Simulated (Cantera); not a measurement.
## Low-pressure radical oxidation in H2/O2

An isothermal, constant-pressure homogeneous reactor starts with 2.91 % H2, 97.1 % O2, equivalence ratio 0.015, at 975 K and 0.750 Torr.

Cantera simulation using GRI-Mech 3.0 (53 species, 325 reactions); the numbers are that mechanism's predictions, not measurements. Radical loss at walls, strong at low pressure, is not modelled.

| t (s) | x H2 | x O2 | x O | x OH | x H | x H2O2 |
|---|---|---|---|---|---|---|
| 4.00e-5 | 0.0291 | 0.971 | <1e-12 | <1e-12 | <1e-12 | <1e-12 |
| 0.000102 | 0.0291 | 0.971 | <1e-12 | <1e-12 | 1.02e-12 | <1e-12 |
| 0.000261 | 0.0291 | 0.971 | <1e-12 | <1e-12 | 2.51e-12 | <1e-12 |
| 0.000666 | 0.0291 | 0.971 | <1e-12 | <1e-12 | 5.92e-12 | <1e-12 |
| 0.00170 | 0.0291 | 0.971 | 5.50e-12 | 4.67e-12 | 1.31e-11 | <1e-12 |
| 0.00434 | 0.0291 | 0.971 | 2.95e-11 | 2.05e-11 | 2.97e-11 | <1e-12 |
| 0.0111 | 0.0291 | 0.971 | 1.82e-10 | 9.81e-11 | 1.01e-10 | <1e-12 |
| 0.0283 | 0.0291 | 0.971 | 2.90e-9 | 1.39e-9 | 1.29e-9 | <1e-12 |
| 0.0722 | 0.0291 | 0.971 | 1.53e-6 | 7.23e-7 | 6.64e-7 | <1e-12 |
| 0.184 | 0.00256 | 0.953 | 0.0135 | 0.00173 | 0.00782 | 1.15e-8 |
| 0.471 | 0.000304 | 0.950 | 0.0178 | 0.000852 | 0.00495 | 2.99e-9 |
| 1.20 | 0.000251 | 0.954 | 0.0147 | 0.000775 | 0.00370 | 3.10e-9 |
| 3.07 | 0.000164 | 0.960 | 0.00931 | 0.000626 | 0.00189 | 3.36e-9 |
| 7.83 | 6.69e-5 | 0.966 | 0.00372 | 0.000400 | 0.000478 | 3.63e-9 |
| 20.0 | 1.59e-5 | 0.969 | 0.000883 | 0.000195 | 5.51e-5 | 3.49e-9 |
x: mole fraction; the columns are a selection and need not sum to one.

Equilibrium at this temperature and pressure: H2 3.89e-11, O2 0.970, O 2.26e-9, OH 3.13e-7, H <1e-12, H2O2 1.87e-12 (gas phase only).
